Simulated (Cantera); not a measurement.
An isothermal, constant-pressure homogeneous reactor starts with 78.7 % NO, 21.3 % N₂, at 1900 K and 0.987 atm.

Detailed kinetics in Cantera: GRI-Mech 3.0 (53 species, 325 reactions).

### Question
Predict: x(NO) at 30.0 s; x(N₂) at 30.0 s; x(N₂O) at 30.0 s; x(O) at 30.0 s; x(O₂) at 30.0 s; x(NO₂) at 30.0 s.

### Answer
* **x(NO) at 30.0 s**: 0.00834 (gas-phase equilibrium 0.00686)
* **x(N₂) at 30.0 s**: 0.602 (gas-phase equilibrium 0.603)
* **x(N₂O) at 30.0 s**: 3.49e-7 (gas-phase equilibrium 3.41e-7)
* **x(O) at 30.0 s**: 0.000187 (gas-phase equilibrium 0.000187)
* **x(O₂) at 30.0 s**: 0.389 (gas-phase equilibrium 0.390)
* **x(NO₂) at 30.0 s**: 2.34e-5 (gas-phase equilibrium 1.92e-5)
